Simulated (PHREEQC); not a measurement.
0.024 g of hydrous ferric oxide (600 m²/g; 0.2 weak and 0.005 strong sites per Fe, Dzombak-Morel constants, diffuse double layer) in 1 kg of water with 0.05 mol/kgw of an inert sodium salt and 5.9e-05 mol/kgw Na2SeO4, at 25 °C; the pH is set by adding NaOH or the inert anion's acid. Oxygen is held at 0.21 atm. CO2 from the air is kept out. Nothing may precipitate in this run.

Base run: PHREEQC, ion-association model, wateq4f.dat. Each further column changes one thing. The table gives surface charge σ (C/m²).

```json
[
 {"pH": "3", "base": "0.131", "background salt from 0.05 to 0.005 mol/kgw": "0.048", "oxide from 0.024 to 0.12 g/kgw": "0.214", "2.3e-05 mol/kgw NaH2PO4 added": "0.109"},
 {"pH": "3.5", "base": "0.128", "background salt from 0.05 to 0.005 mol/kgw": "0.044", "oxide from 0.024 to 0.12 g/kgw": "0.204", "2.3e-05 mol/kgw NaH2PO4 added": "0.102"},
 {"pH": "4.5", "base": "0.115", "background salt from 0.05 to 0.005 mol/kgw": "0.038", "oxide from 0.024 to 0.12 g/kgw": "0.154", "2.3e-05 mol/kgw NaH2PO4 added": "0.077"},
 {"pH": "5", "base": "0.102", "background salt from 0.05 to 0.005 mol/kgw": "0.033", "oxide from 0.024 to 0.12 g/kgw": "0.122", "2.3e-05 mol/kgw NaH2PO4 added": "0.060"},
 {"pH": "6", "base": "0.068", "background salt from 0.05 to 0.005 mol/kgw": "0.022", "oxide from 0.024 to 0.12 g/kgw": "0.071", "2.3e-05 mol/kgw NaH2PO4 added": "0.025"},
 {"pH": "6.5", "base": "0.051", "background salt from 0.05 to 0.005 mol/kgw": "0.017", "oxide from 0.024 to 0.12 g/kgw": "0.051", "2.3e-05 mol/kgw NaH2PO4 added": "0.012"},
 {"pH": "7.5", "base": "0.017", "background salt from 0.05 to 0.005 mol/kgw": "0.006", "oxide from 0.024 to 0.12 g/kgw": "0.017", "2.3e-05 mol/kgw NaH2PO4 added": "-0.006"},
 {"pH": "8", "base": "0.003", "background salt from 0.05 to 0.005 mol/kgw": "0.001", "oxide from 0.024 to 0.12 g/kgw": "0.003", "2.3e-05 mol/kgw NaH2PO4 added": "-0.013"},
 {"pH": "9", "base": "-0.026", "background salt from 0.05 to 0.005 mol/kgw": "-0.010", "oxide from 0.024 to 0.12 g/kgw": "-0.026", "2.3e-05 mol/kgw NaH2PO4 added": "-0.031"},
 {"pH": "9.5", "base": "-0.046", "background salt from 0.05 to 0.005 mol/kgw": "-0.018", "oxide from 0.024 to 0.12 g/kgw": "-0.046", "2.3e-05 mol/kgw NaH2PO4 added": "-0.048"},
 {"pH": "10.5", "base": "-0.111", "background salt from 0.05 to 0.005 mol/kgw": "-0.051", "oxide from 0.024 to 0.12 g/kgw": "-0.111", "2.3e-05 mol/kgw NaH2PO4 added": "-0.111"},
 {"pH": "11", "base": "-0.158", "background salt from 0.05 to 0.005 mol/kgw": "-0.082", "oxide from 0.024 to 0.12 g/kgw": "-0.158", "2.3e-05 mol/kgw NaH2PO4 added": "-0.158"}
]
```

The oxide is taken as insoluble; below pH 4 it would dissolve. H3PO4, which wateq4f.dat lacks, is added to it with the constant of phreeqc.dat.
